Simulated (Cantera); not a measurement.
Cantera run, input and output.

```python
import numpy as np
import cantera as ct

gas = ct.Solution("gri30.yaml")
gas.TPX = 1375, 30000, {'H2': 1, 'O2': 0.694, 'N2': 2.61, 'CO2': 0.0063}
reactor = ct.IdealGasConstPressureReactor(gas, energy="on", clone=False)
net = ct.ReactorNet([reactor])
net.rtol, net.atol = 1e-08, 1e-16
show = ['H2', 'O2', 'NO2', 'N2O', 'NO', 'OH']
times = np.geomspace(4e-06, 0.1, 11)

steps = ct.SolutionArray(gas, extra=["t"])
rows = []
print(f"{'t/s':>10s}{'T/K':>9s}{'P/Pa':>11s}" + "".join(f"{s:>11s}" for s in show))
for t in times:
    while net.time < t:
        t_next = net.step()
        steps.append(gas.state, t=t_next)
    rows.append([np.interp(t, steps.t, y) for y in (steps.T, steps.P, *steps(*show).X.T)])
    print(f"{t:10.3e}{rows[-1][0]:9.1f}{rows[-1][1]:11.4g}" + "".join(f"{x:11.3e}" for x in rows[-1][2:]))
rate = np.gradient(steps.T, steps.t)
print("integrator steps:", len(steps.t))
if steps.T.max() > steps.T[0] + 200:
    print(f"time of steepest temperature rise: {steps.t[rate.argmax()]:.4e} s")
gas.TPX = 1375, 30000, {'H2': 1, 'O2': 0.694, 'N2': 2.61, 'CO2': 0.0063}
gas.equilibrate("HP")
print(f"equilibrium (HP): T = {gas.T:.1f} K  " + "  ".join(f"{s} {gas[s].X[0]:.3e}" for s in show))
```

Output:

```
       t/s      T/K       P/Pa         H2         O2        NO2        N2O         NO         OH
 4.000e-06   1375.0      3e+04  2.320e-01  1.610e-01  1.131e-24  5.582e-15  3.537e-18  7.688e-09
 1.101e-05   1375.0      3e+04  2.320e-01  1.610e-01  1.819e-22  4.449e-14  8.347e-17  6.448e-08
 3.031e-05   1375.0      3e+04  2.319e-01  1.610e-01  6.354e-19  2.435e-12  4.317e-14  5.671e-06
 8.345e-05   1577.4      3e+04  3.509e-02  6.611e-02  1.716e-10  2.362e-08  4.066e-06  1.464e-02
 2.297e-04   1998.9      3e+04  3.465e-02  5.766e-02  1.575e-09  3.425e-08  3.779e-05  2.507e-02
 6.325e-04   2355.4      3e+04  2.776e-02  5.229e-02  1.271e-08  6.842e-08  1.624e-04  2.990e-02
 1.741e-03   2588.5      3e+04  1.926e-02  4.902e-02  2.022e-07  2.307e-07  1.070e-03  2.854e-02
 4.793e-03   2609.7      3e+04  1.823e-02  4.753e-02  8.197e-07  2.742e-07  3.965e-03  2.774e-02
 1.320e-02   2605.4      3e+04  1.829e-02  4.547e-02  1.800e-06  2.997e-07  8.853e-03  2.709e-02
 3.633e-02   2603.1      3e+04  1.832e-02  4.438e-02  2.303e-06  3.209e-07  1.143e-02  2.675e-02
 1.000e-01   2603.0      3e+04  1.832e-02  4.433e-02  2.325e-06  3.219e-07  1.154e-02  2.673e-02
integrator steps: 1311
time of steepest temperature rise: 6.7808e-05 s
equilibrium (HP): T = 2603.0 K  H2 1.832e-02  O2 4.433e-02  NO2 2.325e-06  N2O 3.219e-07  NO 1.154e-02  OH 2.673e-02
```

Computed with Cantera and GRI-Mech 3.0 (53 species, 325 reactions).
